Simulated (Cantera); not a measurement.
Input: 1 mol SiH₄, 3.3 mol N₂, equilibrated at 1550 K and 1000 Pa.

These are equilibrium values from Cantera (NASA tables, ideal gas, pure condensed phases), not measurements of a reactor. Candidate condensed phases: Si, Si₃N₄; 18 gas species. Rates play no part.

Base state: N₂ 0.568, H₂ 0.432, H 0.000207 (mole fractions); condensed: Si₃N₄(s).

### Question
What changes in the equilibrium state with this change: SiH₄ replaced by SiH₂Cl₂?

### Answer
```csv
species,before,after
N₂,0.568,0.601
HCl,0,0.193
H₂,0.432,0.107
SiCl₂,0,0.0868
SiCl₃,0,0.00935
SiCl₄,0,0.00281
SiHCl₃,0,0.000191
Cl,0,0.000148
"Si₃N₄(s), mol",0.333,0.171
```
The tables' values for SiCl₃ are old estimates; treat these amounts as uncertain. Further candidate phases: NH₄Cl.
